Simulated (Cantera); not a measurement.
A counterflow diffusion flame at 101000 Pa, nozzles 20 mm apart: fuel side H₂ = 1 (molar parts) at 525 K, oxidiser side O₂ : N₂ = 0.27 : 0.73 (molar parts) at 473 K, fuel mass flux 0.27 times the oxidiser's; mixture-averaged transport, no radiation.

Detailed kinetics in Cantera: the H2/O2 subset of GRI-Mech 3.0, which has no nitrogen chemistry. The maximum strain rate includes the flame's own expansion and is several times the mean.

x: mole fraction; the columns are a selection and need not sum to one.

| oxidiser flux (kg/m²/s) | max strain (1/s) | mean strain (1/s) | T max (K) | peak x OH | peak x H | peak x H₂O | peak x HO₂ |
|---|---|---|---|---|---|---|---|
| 0.61 | 896 | 217 | 2694 | 0.0329 | 0.0242 | 0.321 | 5.28e-5 |
| 0.85 | 1220 | 302 | 2660 | 0.0329 | 0.0258 | 0.318 | 6.70e-5 |
| 1.2 | 1710 | 426 | 2619 | 0.0329 | … | 0.316 | 8.35e-5 |
| 1.7 | 2410 | 604 | 2564 | 0.0328 | … | 0.313 | 0.000101 |
| 2.3 | 3220 | 817 | 2511 | 0.0327 | … | 0.310 | 0.000119 |
| 3.3 | 4570 | 1170 | 2441 | 0.0323 | … | 0.306 | 0.000143 |
| 4.6 | 6350 | 1630 | 2371 | 0.0315 | … | 0.303 | 0.000166 |
| 6.4 | 8810 | 2270 | 2296 | 0.0305 | … | 0.299 | 0.000191 |
| 9 | 12300 | 3200 | 2215 | 0.0291 | … | 0.296 | 0.000217 |
| 13 | 17700 | 4620 | 2134 | 0.0277 | … | 0.292 | 0.000247 |

Task: Fill in the missing entries.

Result: 
- 1.2, peak x H: 0.0280
- 1.7, peak x H: 0.0306
- 2.3, peak x H: 0.0333
- 3.3, peak x H: 0.0372
- 4.6, peak x H: 0.0412
- 6.4, peak x H: 0.0454
- 9, peak x H: 0.0496
- 13, peak x H: 0.0546
